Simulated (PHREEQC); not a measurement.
Consider water at 25 °C with 0.0011 mol/kgw CaSO4, 6.6e-05 mol/kgw Na2HPO4 and 0.00011 mol/kgw KCl. Closed to the air; pH follows from the charge balance.

All values are PHREEQC results (ion-association model, wateq4f.dat), not measurements.

### Question
The ionic strength comes out as 0.00419 mol/kgw. What activity coefficients do Cl-, Na+, HPO4-2, SO4-2, CaPO4- get?

### Answer
Cl- 0.93, Na+ 0.93, HPO4-2 0.76, SO4-2 0.76, CaPO4- 0.93.

Precipitation was switched off in this run. The solution is supersaturated, for example in Hydroxyapatite, so a real one may precipitate; this is no full list. Complexes and solids missing from the database can't appear. H3PO4, which wateq4f.dat lacks, is added to it with the constant of phreeqc.dat.
